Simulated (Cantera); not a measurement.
What does this Cantera script print?

```python
import numpy as np
import cantera as ct

gas_names = """
    CO2 O3 CO O
""".split()
cond_names = """
    C(gr)
""".split()


# ... load() reads the species with a 1 bar reference pressure and builds the phases ...
species = {s.name: s for s in load("nasa_gas.yaml", gas_names) + load("nasa_condensed.yaml", cond_names)}
# Each term lists the table entries of one substance; the one whose range holds T is used.
reactions = {
    '3 CO2(g) = O3(g) + 3 CO(g)':
        [(-3, ['CO2']), (1, ['O3']), (3, ['CO'])],
    'CO2(g) = C + 2 O(g)':
        [(-1, ['CO2']), (1, ['C(gr)']), (2, ['O'])],
    '3 C + O3(g) = 3 CO(g)':
        [(-3, ['C(gr)']), (-1, ['O3']), (3, ['CO'])],
    '2 CO(g) = C + CO2(g)':
        [(-2, ['CO']), (1, ['C(gr)']), (1, ['CO2'])],
}


def pick(names, T):
    return next(species[n] for n in names if species[n].thermo.min_temp <= T <= species[n].thermo.max_temp)


results = []
for label, terms in reactions.items():
    print(label)
    print("     T/K   dH/kJ  dS/(J/K)   dG/kJ   log10 K")
    for T in [300, 2250, 2275, 2300, 2325, 2350, 2375, 2400, 2425, 2450]:
        used = [(nu, pick(names, T)) for nu, names in terms]
        dH = sum(nu * s.thermo.h(T) for nu, s in used) / 1e6
        dS = sum(nu * s.thermo.s(T) for nu, s in used) / 1e3
        dG = dH - T * dS / 1e3
        logK = -dG * 1e6 / (ct.gas_constant * T * np.log(10))
        results.append((label, T, dH, dS, dG, logK, [s.name for _, s in used]))
        print(f"{T:8g} {dH:8.1f} {dS:8.1f} {dG:8.1f} {logK:8.2f}")
```

Result:

```
3 CO2(g) = O3(g) + 3 CO(g)
     T/K   dH/kJ  dS/(J/K)   dG/kJ   log10 K
     300    990.8    190.7    933.5  -162.54
    2250    981.5    186.9    561.0   -13.02
    2275    981.5    186.9    556.4   -12.77
    2300    981.6    186.9    551.7   -12.53
    2325    981.6    186.9    547.0   -12.29
    2350    981.7    187.0    542.3   -12.05
    2375    981.8    187.0    537.7   -11.82
    2400    981.9    187.0    533.0   -11.60
    2425    982.0    187.1    528.3   -11.38
    2450    982.1    187.1    523.6   -11.16
CO2(g) = C + 2 O(g)
     T/K   dH/kJ  dS/(J/K)   dG/kJ   log10 K
     300    891.9    114.2    857.6  -149.32
    2250    909.0    134.8    605.8   -14.06
    2275    909.1    134.8    602.4   -13.83
    2300    909.3    134.9    599.0   -13.60
    2325    909.4    135.0    595.7   -13.38
    2350    909.6    135.0    592.3   -13.16
    2375    909.8    135.1    588.9   -12.95
    2400    909.9    135.2    585.5   -12.74
    2425    910.1    135.2    582.2   -12.54
    2450    910.2    135.3    578.8   -12.34
3 C + O3(g) = 3 CO(g)
     T/K   dH/kJ  dS/(J/K)   dG/kJ   log10 K
     300   -473.3    336.9   -574.4   100.01
    2250   -514.5    310.7  -1213.5    28.17
    2275   -515.5    310.2  -1221.3    28.04
    2300   -516.6    309.7  -1229.0    27.91
    2325   -517.7    309.3  -1236.7    27.78
    2350   -518.8    308.8  -1244.5    27.66
    2375   -519.9    308.3  -1252.2    27.54
    2400   -521.0    307.9  -1259.9    27.42
    2425   -522.1    307.4  -1267.6    27.30
    2450   -523.3    306.9  -1275.3    27.19
2 CO(g) = C + CO2(g)
     T/K   dH/kJ  dS/(J/K)   dG/kJ   log10 K
     300   -172.5   -175.9   -119.7    20.84
    2250   -155.7   -165.8    217.5    -5.05
    2275   -155.3   -165.7    221.6    -5.09
    2300   -155.0   -165.5    225.8    -5.13
    2325   -154.6   -165.4    229.9    -5.17
    2350   -154.3   -165.3    234.0    -5.20
    2375   -154.0   -165.1    238.2    -5.24
    2400   -153.6   -165.0    242.3    -5.27
    2425   -153.3   -164.8    246.4    -5.31
    2450   -152.9   -164.7    250.5    -5.34
```

Source: NASA polynomial tables (part measured, part estimated), evaluated in Cantera. Condensed species are held in their standard states even where they would react or evaporate.
